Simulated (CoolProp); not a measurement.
Cyclohexane along the isobar 47.1 bar: Z from the reference equation and from simpler models built on Tc = 553.6 K, pc = 40.81 bar, ω = 0.209; each cubic takes its own stable root.

Values from CoolProp's reference Helmholtz-energy equation of state, Zhou 2014.

| T (K) | phase | reference |
|---|---|---|
| 409.1 | liquid | 0.1741 |
| 426.7 | liquid | 0.1719 |
| 444.3 | liquid | 0.1704 |
| 461.9 | liquid | 0.1699 |
| 479.4 | liquid | 0.1703 |
| 497 | liquid | 0.1721 |
| 514.6 | liquid | 0.1761 |
| 532.1 | liquid | 0.1838 |
| 549.7 | liquid | 0.2017 |
| 567.3 | supercritical | 0.3453 |
| 584.9 | supercritical | 0.5337 |
| 602.4 | supercritical | 0.6165 |
| 620 | supercritical | 0.6723 |

How far does each simpler model (Redlich-Kwong, Soave-Redlich-Kwong, Peng-Robinson) lie from the reference over these 13 states: mean and median of the absolute difference, and the worst?


- Redlich-Kwong: mean 10.5 %, median 11.4 %, worst +21.6 % at 549.7 K and 47.1 bar
- Soave-Redlich-Kwong: mean 9.5 %, median 8.8 %, worst +20.6 % at 549.7 K and 47.1 bar
- Peng-Robinson: mean 3.5 %, median 3.8 %, worst +8.8 % at 549.7 K and 47.1 bar
